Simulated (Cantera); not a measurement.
A closed system holds: 1 mol B2O3, 0.084 mol H2O, 22 mol H2, equilibrated at 55.0 Pa.

Equilibrium computed with Cantera from the NASA thermochemical tables; the gas is ideal and each condensed phase is pure. Candidate condensed phases: B, B2O3, B3O3H3, H2O; 23 gas species. Equilibrium is a limit: real reactors are often held back by kinetics, nucleation or transport.

Q: At 1900 K, list the 4 most abundant gas species with their mole fractions, and the condensed phases.

A: H2 0.892, H 0.0320, HBO2 0.0277, HBO 0.0182. Condensed: gas only.
